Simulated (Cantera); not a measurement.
An adiabatic, constant-volume homogeneous reactor starts with CO : H₂ : CH₄ : O₂ : N₂ = 1 : 0.051 : 0.32 : 1.06 : 3.98 (molar parts), at 1098 K and 608 Torr. Integrator tolerance rtol = 1e-08.

Computed with Cantera and GRI-Mech 3.0 (53 species, 325 reactions).

What does this change do: O2 1.06 to 0.63 parts?


| quantity | before | after |
|---|---|---|
| time of steepest temperature rise | 26.9 ms | 89.6 ms |
| temperature at 6.00 s | 2800 K | 2475 K |
| equilibrium temperature | 2800 K | 2475 K |
| x(CO) at 6.00 s | 0.0889 (gas-phase equilibrium 0.0889) | 0.149 (gas-phase equilibrium 0.149) |
| x(H₂) at 6.00 s | 0.00947 (gas-phase equilibrium 0.00947) | 0.0291 (gas-phase equilibrium 0.0291) |
| x(CH₄) at 6.00 s | <1e-12 (gas-phase equilibrium <1e-12) | <1e-12 (gas-phase equilibrium <1e-12) |
| x(O₂) at 6.00 s | 0.0218 (gas-phase equilibrium 0.0218) | 0.000127 (gas-phase equilibrium 0.000127) |
| x(H) at 6.00 s | 0.00565 (gas-phase equilibrium 0.00565) | 0.00285 (gas-phase equilibrium 0.00285) |
| x(NO₂) at 6.00 s | 3.27e-6 (gas-phase equilibrium 3.27e-6) | 1.51e-8 (gas-phase equilibrium 1.51e-8) |
| x(CH₃) at 6.00 s | <1e-12 (gas-phase equilibrium <1e-12) | <1e-12 (gas-phase equilibrium 1.04e-12) |

What does this change do: pressure from 608 Torr to 7500 Torr?


```json
[
 {"quantity": "time of steepest temperature rise", "before": "26.9 ms", "after": "4.64 ms"},
 {"quantity": "temperature at 6.00 s", "before": "2800 K", "after": "3001 K"},
 {"quantity": "equilibrium temperature", "before": "2800 K", "after": "3001 K"},
 {"quantity": "x(CO) at 6.00 s", "before": "0.0889 (gas-phase equilibrium 0.0889)", "after": "0.0750 (gas-phase equilibrium 0.0750)"},
 {"quantity": "x(H₂) at 6.00 s", "before": "0.00947 (gas-phase equilibrium 0.00947)", "after": "0.00712 (gas-phase equilibrium 0.00712)"},
 {"quantity": "x(CH₄) at 6.00 s", "before": "<1e-12 (gas-phase equilibrium <1e-12)", "after": "<1e-12 (gas-phase equilibrium <1e-12)"},
 {"quantity": "x(O₂) at 6.00 s", "before": "0.0218 (gas-phase equilibrium 0.0218)", "after": "0.0146 (gas-phase equilibrium 0.0146)"},
 {"quantity": "x(H) at 6.00 s", "before": "0.00565 (gas-phase equilibrium 0.00565)", "after": "0.00262 (gas-phase equilibrium 0.00262)"},
 {"quantity": "x(NO₂) at 6.00 s", "before": "3.27e-6 (gas-phase equilibrium 3.27e-6)", "after": "8.88e-6 (gas-phase equilibrium 8.88e-6)"},
 {"quantity": "x(CH₃) at 6.00 s", "before": "<1e-12 (gas-phase equilibrium <1e-12)", "after": "<1e-12 (gas-phase equilibrium <1e-12)"}
]
```
Above 3000 K some thermodynamic fits are extrapolated.

What does this change do: H2 0.051 to 0.077 parts?


| quantity | before | after |
|---|---|---|
| time of steepest temperature rise | 26.9 ms | 14.0 ms |
| temperature at 6.00 s | 2800 K | 2803 K |
| equilibrium temperature | 2800 K | 2803 K |
| x(CO) at 6.00 s | 0.0889 (gas-phase equilibrium 0.0889) | 0.0902 (gas-phase equilibrium 0.0902) |
| x(H₂) at 6.00 s | 0.00947 (gas-phase equilibrium 0.00947) | 0.0101 (gas-phase equilibrium 0.0101) |
| x(CH₄) at 6.00 s | <1e-12 (gas-phase equilibrium <1e-12) | <1e-12 (gas-phase equilibrium <1e-12) |
| x(O₂) at 6.00 s | 0.0218 (gas-phase equilibrium 0.0218) | 0.0209 (gas-phase equilibrium 0.0209) |
| x(H) at 6.00 s | 0.00565 (gas-phase equilibrium 0.00565) | 0.00590 (gas-phase equilibrium 0.00590) |
| x(NO₂) at 6.00 s | 3.27e-6 (gas-phase equilibrium 3.27e-6) | 3.14e-6 (gas-phase equilibrium 3.14e-6) |
| x(CH₃) at 6.00 s | <1e-12 (gas-phase equilibrium <1e-12) | <1e-12 (gas-phase equilibrium <1e-12) |
